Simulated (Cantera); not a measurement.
A closed system holds: 1 mol Si, 0.25 mol O2, 11 mol N2, held at 1002 °C and 1330 Pa.

These are equilibrium values from Cantera (NASA tables, ideal gas, pure condensed phases), not measurements of a reactor. Candidate condensed phases: Si, SiO2, Si2N2O, Si3N4; 16 gas species. N2 is the only nitrogen source here; it is nearly inert below about 1500 K, so the nitride shown seldom forms there in practice. The numbers say what is thermodynamically allowed, not how fast it happens.

Problem. What is the equilibrium state?

Solution. 
```
Property                              Value
--------------------------------  ---------
x(N2)                                  1.00
n(Si2N2O(s))                      0.500 mol
gas amount                        10.50 mol
log10 activity of Si(s) (absent)      -3.15
```
